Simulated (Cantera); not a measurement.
Mixture: 17.6 % CH₄, 0.653 % C₂H₆, 22.1 % O₂, 59.6 % N₂, equivalence ratio 1.7, at 3750 Torr, adiabatic and at constant pressure. Ignition delay is the time to a rise of 400 K.

Model: GRI-Mech 3.0 (53 species, 325 reactions), integrated in Cantera.

**Question.** At T0 = 1450 K, what is the delay, and which 7 reactions control it most (d ln τ / d ln k, from doubling and halving each rate constant)?

**Answer.** The delay is 0.273 ms.
```csv
reaction,d ln τ / d ln k,faster rate
H + O2 <=> O + OH,-0.33,shortens it
2 CH3 (+M) <=> C2H6 (+M),0.33,lengthens it
CH3 + HO2 <=> CH3O + OH,-0.31,shortens it
CH4 + H <=> CH3 + H2,0.30,lengthens it
CH3 + O2 <=> CH3O + O,-0.30,shortens it
CH4 + OH <=> CH3 + H2O,0.22,lengthens it
CH3O + O2 <=> CH2O + HO2,-0.19,shortens it
```
